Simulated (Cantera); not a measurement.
Mixture: CH₄ : O₂ : N₂ = 1 : 1.43 : 5.37 (molar parts), equivalence ratio 1.4, at 1300000 Pa, adiabatic and at constant pressure. Ignition delay is the time to a rise of 400 K.

Model: GRI-Mech 3.0 (53 species, 325 reactions), integrated in Cantera. The pressure lies above the range GRI-Mech 3.0 was tuned for (to about 10 atm).

Task: What does this change do: CH4 1 to 0.53 parts?

Result: 
| quantity | before | after |
|---|---|---|
| delay at 1050 K | 31.4 ms | 24.9 ms |
| delay at 1150 K | 7.78 ms | 5.87 ms |
| delay at 1250 K | 2.31 ms | 1.72 ms |
| delay at 1350 K | 0.767 ms | 0.573 ms |
| delay at 1450 K | 0.278 ms | 0.211 ms |
| delay at 1550 K | 0.108 ms | 84.9 µs |
| apparent activation energy between 1350 and 1550 K | 170 kJ/mol | 170 kJ/mol |

Task: What does this change do: pressure from 1300000 Pa to 100000 Pa?

Result: 
| quantity | before | after |
|---|---|---|
| delay at 1050 K | 31.4 ms | 0.565 s |
| delay at 1150 K | 7.78 ms | 0.115 s |
| delay at 1250 K | 2.31 ms | 27.4 ms |
| delay at 1350 K | 0.767 ms | 7.47 ms |
| delay at 1450 K | 0.278 ms | 2.31 ms |
| delay at 1550 K | 0.108 ms | 0.818 ms |
| apparent activation energy between 1350 and 1550 K | 170 kJ/mol | 190 kJ/mol |
